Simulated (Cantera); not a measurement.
A Cantera script and what it prints.

```python
import numpy as np
import cantera as ct

gas_names = """
    O NO2
""".split()
cond_names = """
    VN(s) V(cr) V(L)
""".split()


# ... load() reads the species with a 1 bar reference pressure and builds the phases ...
species = {s.name: s for s in load("nasa_gas.yaml", gas_names) + load("nasa_condensed.yaml", cond_names)}
# Each term lists the table entries of one substance; the one whose range holds T is used.
reactions = {
    '2 O(g) + VN = NO2(g) + V':
        [(-2, ['O']), (-1, ['VN(s)']), (1, ['NO2']), (1, ['V(cr)', 'V(L)'])],
}


def pick(names, T):
    return next(species[n] for n in names if species[n].thermo.min_temp <= T <= species[n].thermo.max_temp)


results = []
for label, terms in reactions.items():
    print(label)
    print("     T/K   dH/kJ  dS/(J/K)   dG/kJ   log10 K")
    for T in [1400, 1450, 1500, 1550, 1600, 1650, 1700, 1750, 1800]:
        used = [(nu, pick(names, T)) for nu, names in terms]
        dH = sum(nu * s.thermo.h(T) for nu, s in used) / 1e6
        dS = sum(nu * s.thermo.s(T) for nu, s in used) / 1e3
        dG = dH - T * dS / 1e3
        logK = -dG * 1e6 / (ct.gas_constant * T * np.log(10))
        results.append((label, T, dH, dS, dG, logK, [s.name for _, s in used]))
        print(f"{T:8g} {dH:8.1f} {dS:8.1f} {dG:8.1f} {logK:8.2f}")
```

It prints:

```
2 O(g) + VN = NO2(g) + V
     T/K   dH/kJ  dS/(J/K)   dG/kJ   log10 K
    1400   -262.9   -114.7   -102.3     3.82
    1450   -263.4   -115.0    -96.6     3.48
    1500   -263.9   -115.4    -90.8     3.16
    1550   -264.4   -115.7    -85.1     2.87
    1600   -264.9   -116.0    -79.3     2.59
    1650   -265.3   -116.3    -73.5     2.33
    1700   -265.7   -116.5    -67.6     2.08
    1750   -266.2   -116.8    -61.8     1.84
    1800   -266.6   -117.0    -56.0     1.62
```

Cantera with NASA thermochemical tables; ideal gases at 1 bar, condensed phases pure. VN: taken at fixed stoichiometry. Condensed species are held in their standard states even where they would react or evaporate.
